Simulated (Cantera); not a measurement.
Cantera run, input and output.

```python
import numpy as np
import cantera as ct

gas = ct.Solution("h2o2.yaml")
gas.TPX = 975, 1333, {'H2': 0.022, 'O2': 1, 'N2': 3.8}
reactor = ct.IdealGasConstPressureReactor(gas, energy="off", clone=False)
net = ct.ReactorNet([reactor])
net.rtol, net.atol = 1e-08, 1e-18
show = ['H2', 'O2', 'O', 'H2O2', 'H', 'H2O', 'HO2']
times = np.geomspace(2e-06, 100, 9)

steps = ct.SolutionArray(gas, extra=["t"])
rows = []
print(f"{'t/s':>10s}{'T/K':>9s}{'P/Pa':>11s}" + "".join(f"{s:>11s}" for s in show))
for t in times:
    while net.time < t:
        t_next = net.step()
        steps.append(gas.state, t=t_next)
    rows.append([np.interp(t, steps.t, y) for y in (steps.T, steps.P, *steps(*show).X.T)])
    print(f"{t:10.3e}{rows[-1][0]:9.1f}{rows[-1][1]:11.4g}" + "".join(f"{x:11.3e}" for x in rows[-1][2:]))
rate = np.gradient(steps.T, steps.t)
print("integrator steps:", len(steps.t))
if steps.T.max() > steps.T[0] + 200:
    print(f"time of steepest temperature rise: {steps.t[rate.argmax()]:.4e} s")
gas.TPX = 975, 1333, {'H2': 0.022, 'O2': 1, 'N2': 3.8}
gas.equilibrate("TP")
print(f"equilibrium (TP): T = {gas.T:.1f} K  " + "  ".join(f"{s} {gas[s].X[0]:.3e}" for s in show))
```

Output:

```
       t/s      T/K       P/Pa         H2         O2          O       H2O2          H        H2O        HO2
 2.000e-06    975.0       1333  4.562e-03  2.074e-01  1.389e-17  3.507e-22  9.087e-15  1.171e-20  9.102e-15
 1.834e-05    975.0       1333  4.562e-03  2.074e-01  1.064e-15  2.713e-20  8.238e-14  7.062e-18  8.348e-14
 1.682e-04    975.0       1333  4.562e-03  2.074e-01  8.076e-14  2.212e-18  6.870e-13  4.091e-15  7.670e-13
 1.542e-03    975.0       1333  4.562e-03  2.074e-01  4.531e-12  1.865e-16  4.222e-12  1.834e-12  7.117e-12
 1.414e-02    975.0       1333  4.562e-03  2.074e-01  1.053e-09  1.838e-14  3.568e-10  1.376e-09  9.424e-11
 1.297e-01    975.0       1333  6.194e-05  2.047e-01  1.544e-03  1.154e-08  3.205e-04  4.276e-03  8.935e-07
 1.189e+00    975.0       1333  1.468e-06  2.055e-01  6.697e-05  5.786e-09  2.078e-06  4.560e-03  1.882e-07
 1.091e+01    975.0       1333  2.128e-08  2.056e-01  1.224e-06  1.037e-09  5.205e-09  4.571e-03  1.143e-08
 1.000e+02    975.0       1333  6.916e-10  2.056e-01  4.976e-08  7.227e-11  4.276e-11  4.573e-03  6.179e-10
integrator steps: 1722
equilibrium (TP): T = 975.0 K  H2 3.579e-12  O2 2.056e-01  O 2.852e-10  H2O2 4.855e-13  H 1.887e-14  H2O 4.573e-03  HO2 4.418e-11
```

Model: the H2/O2 subset of GRI-Mech 3.0, which has no nitrogen chemistry, integrated in Cantera. Radical loss at walls, strong at low pressure, is not modelled.
